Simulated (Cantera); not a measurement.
# Equilibrium for silicon epitaxy and polysilicon growth: SiH2Cl2 + HCl + H2 + Cl2

Charge: 1 mol SiH2Cl2, 2.5 mol HCl, 19 mol H2, 0.069 mol Cl2, held at 1452 °C and 36000 Pa.

Equilibrium computed with Cantera from the NASA thermochemical tables; the gas is ideal and each condensed phase is pure. Candidate condensed phases: Si; 19 gas species. The tables' values for SiCl3, SiCl are old estimates; treat these amounts as uncertain. Gases not in the tables: Si2H6 and higher silanes. Equilibrium is a limit: real reactors are often held back by kinetics, nucleation or transport.

```json
{
 "x(H2)": "0.848",
 "x(HCl)": "0.109",
 "x(SiCl2)": "0.0398",
 "x(SiCl3)": "0.00202",
 "x(SiHCl3)": "0.000308",
 "x(H)": "0.000285",
 "x(SiCl4)": "0.000192",
 "x(SiH2Cl2)": "8.71e-5",
 "x(Cl)": "2.85e-5",
 "gas_amount": "23.54 mol",
 "log10 activity of Si(l) (absent)": "-0.09"
}
```
